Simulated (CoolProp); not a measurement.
Hydrogen chloride along the isobar 40700 kPa: density (kg/m³) from the reference equation and from simpler models built on Tc = 51.5 °C, pc = 8314 kPa, ω = 0.130; each cubic takes its own stable root.

Computed with CoolProp (reference Helmholtz-energy equation of state, Thol 2018).

| T (°C) | phase | reference |
|---|---|---|
| -30.05 | liquid | 1114 |
| 4.75 | liquid | 1033 |
| 39.65 | liquid | 946.0 |
| 74.45 | supercritical | 850.7 |
| 109.35 | supercritical | 747.6 |
| 144.25 | supercritical | 642.1 |
| 179.05 | supercritical | 545.4 |
| 213.95 | supercritical | 466.6 |
| 248.85 | supercritical | 407.0 |
| 283.65 | supercritical | 362.6 |
| 318.55 | supercritical | 328.3 |

Q: How far does each simpler model (van der Waals, Redlich-Kwong, Soave-Redlich-Kwong, Peng-Robinson) lie from the reference over these 11 states: mean and median of the absolute difference, and the worst?

A: 
- van der Waals: mean 18.8 %, median 20.1 %, worst -37.0 % at -30.05 °C and 40700 kPa
- Redlich-Kwong: mean 9.0 %, median 11.3 %, worst -13.6 % at 74.45 °C and 40700 kPa
- Soave-Redlich-Kwong: mean 12.5 %, median 12.3 %, worst -15.3 % at 144.25 °C and 40700 kPa
- Peng-Robinson: mean 4.8 %, median 5.1 %, worst -8.2 % at 144.25 °C and 40700 kPa
